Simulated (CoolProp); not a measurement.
Vapour-liquid equilibrium of cyclohexane (1) + toluene (2) at 0.844 MPa; x and y are mole fractions of (1).

Model: multi-fluid Helmholtz-energy mixture model, Zhou 2014 and Lemmon 2006; pair parameters Bell 2016, in CoolProp.

```json
[
 {"x": "0.05", "bubble temperature, mixture model (K)": "477.0", "bubble temperature, Raoult's law (K)": "477.7", "y, mixture model": "___", "y, Raoult's law": "0.086"},
 {"x": "0.2", "bubble temperature, mixture model (K)": "469.3", "bubble temperature, Raoult's law (K)": "471.4", "y, mixture model": "___", "y, Raoult's law": "0.310"},
 {"x": "0.35", "bubble temperature, mixture model (K)": "___", "bubble temperature, Raoult's law (K)": "465.7", "y, mixture model": "___", "y, Raoult's law": "0.495"},
 {"x": "0.5", "bubble temperature, mixture model (K)": "457.8", "bubble temperature, Raoult's law (K)": "460.4", "y, mixture model": "0.623", "y, Raoult's law": "0.648"},
 {"x": "0.65", "bubble temperature, mixture model (K)": "___", "bubble temperature, Raoult's law (K)": "455.5", "y, mixture model": "___", "y, Raoult's law": "0.775"},
 {"x": "0.8", "bubble temperature, mixture model (K)": "___", "bubble temperature, Raoult's law (K)": "451.0", "y, mixture model": "0.857", "y, Raoult's law": "0.882"},
 {"x": "0.95", "bubble temperature, mixture model (K)": "446.4", "bubble temperature, Raoult's law (K)": "446.8", "y, mixture model": "___", "y, Raoult's law": "0.973"}
]
```

Problem. Fill in the missing entries.

Solution. 
- 0.05, y, mixture model: 0.087
- 0.2, y, mixture model: 0.307
- 0.35, bubble temperature, mixture model (K): 463.0
- 0.35, y, mixture model: 0.481
- 0.65, bubble temperature, mixture model (K): 453.4
- 0.65, y, mixture model: 0.746
- 0.8, bubble temperature, mixture model (K): 449.7
- 0.95, y, mixture model: 0.964

The largest gap from Raoult's law is -2.7 K in bubble temperature, at x = 0.35. No azeotrope shows between x = 0.05 and 0.95.

The pair parameters rest on a limited set of measurements; away from them the model extrapolates.
